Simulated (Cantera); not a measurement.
An isothermal, constant-pressure homogeneous reactor starts with NO : N2 = 1 : 0.96 (molar parts), at 1625 K and 0.132 atm.

Model: GRI-Mech 3.0 (53 species, 325 reactions), integrated in Cantera.

Problem. Predict: x(NO) at 20.0 s; x(N2O) at 20.0 s; x(O2) at 20.0 s; x(N2) at 20.0 s; x(NO2) at 20.0 s; x(O) at 20.0 s.

Solution. 
```json
{
  "x(NO) at 20.0 s": "0.457 (gas-phase equilibrium 0.00231)",
  "x(N2O) at 20.0 s": "7.20e-5 (gas-phase equilibrium 4.86e-8)",
  "x(O2) at 20.0 s": "0.0264 (gas-phase equilibrium 0.254)",
  "x(N2) at 20.0 s": "0.516 (gas-phase equilibrium 0.744)",
  "x(NO2) at 20.0 s": "0.000227 (gas-phase equilibrium 3.49e-6)",
  "x(O) at 20.0 s": "9.69e-6 (gas-phase equilibrium 2.70e-5)"
}
```
